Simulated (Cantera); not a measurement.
A perfectly stirred reactor is fed with 4.76 % H2, 95.2 % O2, equivalence ratio 0.025, at 480 Pa; it is held at 1123 K, and followed from long to short residence time.

Detailed kinetics in Cantera: GRI-Mech 3.0 (53 species, 325 reactions). Radical loss at walls, strong at low pressure, is not modelled. The temperature is held fixed by assumption; the heat of reaction is taken as removed at once.

One state of this run: x H2 = 0.000997; x O2 = 0.931; x H = 0.00427; x H2O2 = 3.80e-8; x OH = 0.00221; x H2O = 0.0439; x HO2 = 1.47e-6. x: mole fraction; the columns are a selection and need not sum to one.

Task: Which value of τ (s) does it belong to?
A) 1.0
B) 0.18
C) 0.10
D) 1.8

Result: B, 0.18
